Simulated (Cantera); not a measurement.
# Equilibrium for abatement and gas-phase synthesis: CS2 + H2O + N2

Feed: 1 mol CS2, a varied amount of H2O, 40 mol N2, held at 1175 K and 1330 Pa.

Method: chemical equilibrium by Gibbs-energy minimisation in Cantera with the NASA 1993 tables (ideal gas, pure condensed phases). Candidate condensed phases: C, C6H6, C7H8, C8H18, H2O, H2SO4, S; 150 gas species. Gases not in the tables: S3 to S7. Kinetics and transport are ignored.

```json
[
 {"n(H2O) (mol)": "0.059", "x N2": "0.973", "x H2O": "8.01e-10", "x H2": "0.00122", "x CO": "0.00143", "x CS2": "0.0210", "x S2": "0.00323", "x CO2": "7.35e-10", "x H2S": "0.000216", "n C(graphite)": "0.0784"},
 {"n(H2O) (mol)": "0.089", "x N2": "0.972", "x H2O": "1.82e-9", "x H2": "0.00183", "x CO": "0.00215", "x CS2": "0.0209", "x S2": "0.00322", "x CO2": "1.67e-9", "x H2S": "0.000325", "n C(graphite)": "0.0504"},
 {"n(H2O) (mol)": "0.14", "x N2": "0.969", "x H2O": "4.49e-9", "x H2": "0.00288", "x CO": "0.00337", "x CS2": "0.0208", "x S2": "0.00320", "x CO2": "4.11e-9", "x H2S": "0.000508", "n C(graphite)": "0.00286"},
 {"n(H2O) (mol)": "0.21", "x N2": "0.966", "x H2O": "1.53e-8", "x H2": "0.00418", "x CO": "0.00504", "x CS2": "0.0191", "x S2": "0.00461", "x CO2": "1.44e-8", "x H2S": "0.000886", "n C(graphite)": "0"},
 {"n(H2O) (mol)": "0.31", "x N2": "0.962", "x H2O": "5.28e-8", "x H2": "0.00593", "x CO": "0.00739", "x CS2": "0.0166", "x S2": "0.00666", "x CO2": "5.14e-8", "x H2S": "0.00151", "n C(graphite)": "0"},
 {"n(H2O) (mol)": "0.47", "x N2": "0.955", "x H2O": "2.22e-7", "x H2": "0.00856", "x CO": "0.0111", "x CS2": "0.0127", "x S2": "0.00983", "x CO2": "2.25e-7", "x H2S": "0.00265", "n C(graphite)": "0"},
 {"n(H2O) (mol)": "0.72", "x N2": "0.945", "x H2O": "1.37e-6", "x H2": "0.0123", "x CO": "0.0168", "x CS2": "0.00661", "x S2": "0.0146", "x CO2": "1.46e-6", "x H2S": "0.00465", "n C(graphite)": "0"},
 {"n(H2O) (mol)": "1.1", "x N2": "0.932", "x H2O": "0.00117", "x H2": "0.0170", "x CO": "0.0218", "x CS2": "1.84e-5", "x S2": "0.0194", "x CO2": "0.00117", "x H2S": "0.00740", "n C(graphite)": "0"},
 {"n(H2O) (mol)": "1.7", "x N2": "0.919", "x H2O": "0.00983", "x H2": "0.0205", "x CO": "0.0166", "x CS2": "1.91e-6", "x S2": "0.0185", "x CO2": "0.00620", "x H2S": "0.00870", "n C(graphite)": "0"},
 {"n(H2O) (mol)": "2.5", "x N2": "0.903", "x H2O": "0.0237", "x H2": "0.0232", "x CO": "0.0125", "x CS2": "6.44e-7", "x S2": "0.0176", "x CO2": "0.00995", "x H2S": "0.00959", "n C(graphite)": "0"},
 {"n(H2O) (mol)": "3.8", "x N2": "0.878", "x H2O": "0.0477", "x H2": "0.0255", "x CO": "0.00887", "x CS2": "2.35e-7", "x S2": "0.0165", "x CO2": "0.0130", "x H2S": "0.0102", "n C(graphite)": "0"},
 {"n(H2O) (mol)": "5.8", "x N2": "0.841", "x H2O": "0.0840", "x H2": "0.0273", "x CO": "0.00616", "x CS2": "9.11e-8", "x S2": "0.0152", "x CO2": "0.0148", "x H2S": "0.0105", "n C(graphite)": "0"}
]
```
x: gas mole fraction; n: condensed amount in mol.

From 0.059 mol H2O to 0.14 mol H2O the condensed part is C(graphite). From 0.21 mol H2O to 5.8 mol H2O nothing is condensed. The main C-bearing gas is CS2 at 0.059 mol H2O and CO2 at 5.8 mol H2O.
